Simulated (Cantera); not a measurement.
A freely propagating, adiabatic, planar premixed flame of H2 : O2 : N2 : H2O = 1 : 0.312 : 1.17 : 0.74 (molar parts), equivalence ratio 1.6, unburnt at 375 K and 400000 Pa; mixture-averaged transport, grid criteria slope 0.08 and curve 0.16, no radiation.

Detailed kinetics in Cantera: the H2/O2 subset of GRI-Mech 3.0, which has no nitrogen chemistry. The hydrogen kinetics of GRI-Mech 3.0 are dated; newer H2 mechanisms differ, most at raised pressure. Burning velocities carry a grid error of a few per cent, more on coarse grids.

x: mole fraction of selected species; z is measured from the peak of heat release.

| z (mm) | T (K) | u (m/s) | x H2 | x O2 | x H2O | x H | x OH | x H2O2 |
|---|---|---|---|---|---|---|---|---|
| -0.237 | 375 | 1.24 | 0.310 | 0.0969 | 0.230 | <1e-8 | <1e-8 | <1e-8 |
| -0.158 | 376 | 1.24 | 0.307 | 0.0972 | 0.231 | <1e-8 | <1e-8 | 1.06e-7 |
| -0.119 | 380 | 1.25 | 0.303 | 0.0979 | 0.233 | <1e-8 | <1e-8 | 8.49e-7 |
| -0.0792 | 406 | 1.31 | 0.287 | 0.0994 | 0.240 | <1e-8 | <1e-8 | 1.22e-5 |
| -0.0396 | 625 | 1.92 | 0.241 | 0.0956 | 0.274 | 6.02e-6 | … | 0.000164 |
| -0.0198 | 941 | 2.84 | 0.206 | 0.0782 | 0.319 | 0.000561 | … | 0.000218 |
| 0 | 1263 | 3.78 | 0.171 | 0.0519 | 0.374 | 0.00347 | … | 7.45e-5 |
| 0.0198 | 1470 | 4.40 | 0.145 | 0.0282 | 0.418 | 0.00735 | … | 8.16e-6 |
| 0.0396 | 1583 | 4.73 | 0.129 | 0.0137 | 0.444 | 0.00960 | … | 2.79e-6 |
| 0.0792 | 1678 | 5.01 | 0.119 | 0.00314 | 0.463 | 0.00962 | … | 1.31e-6 |
| 0.158 | 1735 | 5.17 | 0.118 | 0.000366 | 0.470 | 0.00664 | … | 5.38e-7 |
| 0.317 | 1768 | 5.26 | 0.120 | 5.39e-5 | 0.472 | 0.00363 | … | 1.95e-7 |
| 0.633 | 1785 | 5.30 | 0.120 | 1.21e-5 | 0.473 | 0.00177 | … | 5.80e-8 |

Task: What belongs in the gaps?

Result: 
- -0.0396, x OH: 9.66e-6
- -0.0198, x OH: 0.000267
- 0, x OH: 0.000670
- 0.0198, x OH: 0.00123
- 0.0396, x OH: 0.00170
- 0.0792, x OH: 0.00193
- 0.158, x OH: 0.00149
- 0.317, x OH: 0.000876
- 0.633, x OH: 0.000443
